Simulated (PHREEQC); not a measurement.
Consider water at 25 °C with 0.014 mol/kgw HF and 0.0045 mol/kgw NH4F. Closed to the air; pH follows from the charge balance.

The numbers come from PHREEQC with the ion-association model, phreeqc.dat.

```json
[
 {"quantity": "pH", "before": "2.82", "after": "3.65"},
 {"quantity": "HF (mol/kgw)", "before": "0.0121", "after": "0.0118"},
 {"quantity": "HF2- (mol/kgw)", "before": "0.000272", "after": "0.00196"},
 {"quantity": "NH3 (mol/kgw)", "before": "1.56e-9", "after": "9.16e-8"}
]
```

Name the change that produced these shifts.
A. 0.0069 mol/kgw HCl added
B. HF from 0.014 to 0.0154 mol/kgw
C. NH4F from 0.0045 to 0.045 mol/kgw
D. HF replaced by KF at the same molality

C, NH4F from 0.0045 to 0.045 mol/kgw

This is a speciation only: nothing precipitates in the calculation.
